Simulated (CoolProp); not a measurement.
2000 sccm (0 °C, 1 atm) of nitrogen bubbles through liquid ethanol at 334.7 K and leaves saturated at a total pressure of 0.0962 MPa (ideal gas phase). Each further row changes one setting.

Model: reference Helmholtz-energy equation of state, Schroeder 2014, in CoolProp.

| case | vapour pressure (kPa) | mole fraction of vapour | delivery (mg/min) | delivery (sccm) | change of delivery for a bath 1 K warmer (%) |
|---|---|---|---|---|---|
| as stated | 50.1 | 0.520 | 4460 | 2170 | 9.9 |
| bath temperature 339.7 K | 62.2 | 0.647 | 7530 | 3660 | 13 |
| total pressure 0.192 MPa | 50.1 | 0.261 | 1450 | 706 | 6.2 |
